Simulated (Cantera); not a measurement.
An isothermal, constant-pressure homogeneous reactor starts with 93.1 % NH3, 6.89 % N2, at 2398 K and 20000 Pa.

Model: the gas-phase N/H chemistry of the illustrative SiF4/NH3 mechanism in the Surface Chemkin manual (1991), integrated in Cantera. Walls and surfaces, which speed up NH3 decomposition in real reactors, are not modelled.

x: mole fraction; the columns are a selection and need not sum to one.

```
t (s)       x NH3     x H2  x N2H4      x N      x NH    x N2H2     x NH2
--------  -------  -------  ------  -------  --------  --------  --------
4.00e-5     0.922  0.00357       …  2.21e-7   4.83e-5   1.65e-5   0.00505
0.000137    0.897   0.0215       …  1.27e-6  0.000102   4.40e-5   0.00759
0.000466    0.814   0.0863       …  4.12e-6  0.000126   3.69e-5   0.00642
0.00159     0.602    0.252       …  8.59e-6  0.000142   2.22e-5   0.00464
0.00543     0.257    0.521       …  1.19e-5  0.000122   7.20e-6   0.00245
0.0185     0.0235    0.701       …  1.42e-5   6.02e-5   5.37e-7  0.000491
0.0632    1.35e-5    0.699  <1e-12  2.04e-6   1.38e-6  2.95e-11   1.76e-6
0.216     1.38e-6    0.698  <1e-12  2.47e-7   1.57e-7  1.18e-12   1.90e-7
0.737     7.23e-7    0.698  <1e-12  1.29e-7   8.22e-8    <1e-12   9.93e-8
2.51      7.10e-7    0.698  <1e-12  1.27e-7   8.07e-8    <1e-12   9.75e-8
8.58      7.10e-7    0.698  <1e-12  1.27e-7   8.07e-8    <1e-12   9.75e-8
29.3      7.10e-7    0.698  <1e-12  1.27e-7   8.07e-8    <1e-12   9.75e-8
100       7.10e-7    0.698  <1e-12  1.27e-7   8.07e-8    <1e-12   9.75e-8
```

Question: Complete the blanks.

Answer: 
- 4.00e-5, x N2H4: 1.63e-7
- 0.000137, x N2H4: 3.68e-7
- 0.000466, x N2H4: 2.64e-7
- 0.00159, x N2H4: 1.38e-7
- 0.00543, x N2H4: 3.84e-8
- 0.0185, x N2H4: 1.54e-9
